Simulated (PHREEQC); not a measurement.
## Silver or lead bath

Consider water at 25 °C with 0.00011 mol PbCl2 and 0.00027 mol HBF4 per kg of water. Closed to the air; pH follows from the charge balance.

The numbers come from PHREEQC with the ion-association model, wateq4f.dat.

```json
{
 "pH": "3.24",
 "ionic_strength": "0.000916 mol/kgw",
 "total_alkalinity": "-1.08 meq/kg"
}
```

```
species    molality  activity   log γ
---------  --------  --------  ------
H+         0.000589  0.000570  -0.014
F-         0.000583  0.000563  -0.015
HF         0.000482  0.000482   0.000
H3BO3      0.000266  0.000266   0.000
Cl-        0.000219  0.000212  -0.015
Pb+2       0.000108   9.44e-5  -0.059
BF2(OH)2-   2.13e-6   2.06e-6  -0.015
HF2-        1.08e-6   1.04e-6  -0.015
BF4-        9.82e-7   9.49e-7  -0.015
PbF+        9.79e-7   9.46e-7  -0.015
PbCl+       8.23e-7   7.96e-7  -0.015
BF3OH-      7.50e-7   7.25e-7  -0.015
```

This is a speciation only: nothing precipitates in the calculation. Real BF4- forms and hydrolyses slowly; the run takes it at equilibrium.
